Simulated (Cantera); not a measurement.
Feed: 1 mol SiH2Cl2, 0.39 mol N2O, 200 mol N2, held at 0.133 bar.

Equilibrium computed with Cantera from the NASA thermochemical tables; the gas is ideal and each condensed phase is pure. Candidate condensed phases: H2O, NH4Cl, Si, SiO2, Si2N2O, Si3N4; 47 gas species. Mutual solubility and eutectic melting of coexisting phases are not modelled. Kinetics and transport are ignored.

Task: Which condensed phases are stable at each of these points (T (°C)): 400, 550, 700, 850, 1000, 1150, 1300, 1450, 1600, 1750, 1900?

Result: 
```
T (°C)      condensed phases  Si condensed (%)
------  --------------------  ----------------
400     Si2N2O(s) + Si3N4(s)              83.2
550     Si2N2O(s) + Si3N4(s)              87.0
700     Si2N2O(s) + Si3N4(s)              89.1
850     Si2N2O(s) + Si3N4(s)              90.4
1000    Si2N2O(s) + Si3N4(s)              90.7
1150    Si2N2O(s) + Si3N4(s)              86.1
1300               Si2N2O(s)              77.7
1450               Si2N2O(s)              53.4
1600                gas only               0.0
1750                gas only               0.0
1900                gas only               0.0
```

From 400 °C to 1150 °C the condensed part is Si2N2O(s) + Si3N4(s). From 1300 °C to 1450 °C the condensed part is Si2N2O(s). From 1600 °C to 1900 °C nothing is condensed.
